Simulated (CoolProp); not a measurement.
A closed Brayton cycle with dry air: compressor inlet 328.15 K and 4.9 MPa, high pressure 14.9 MPa, turbine inlet 745 K, compressor efficiency 0.8, turbine efficiency 0.93, recuperator effectiveness 0.8 (on enthalpy, no pinch check). Each further row changes one setting.

Model: reference Helmholtz-energy equation of state, Lemmon 2000, in CoolProp. It is a pseudo-pure fit of the blend.

| case | thermal efficiency (%) | net work (kJ/kg) | compressor to turbine work | compressor exit (K) | turbine exit (K) |
|---|---|---|---|---|---|
| as stated | 18.0 | 39.3 | 0.80 | 481.9 | 564.3 |
| turbine inlet 695 K | 13.1 | … | 0.86 | 481.9 | … |
| compressor inlet 338.15 K | 15.9 | … | 0.83 | 496.3 | 564.3 |
| high pressure 12.7 MPa | 19.9 | 40.6 | 0.76 | 456.8 | 587.5 |
| recuperator effectiveness 0.5 | 16.1 | 39.3 | 0.80 | 481.9 | 564.3 |

Fill in the missing entries.


- turbine inlet 695 K, net work (kJ/kg): 25.8
- turbine inlet 695 K, turbine exit (K): 524.7
- compressor inlet 338.15 K, net work (kJ/kg): 34.3
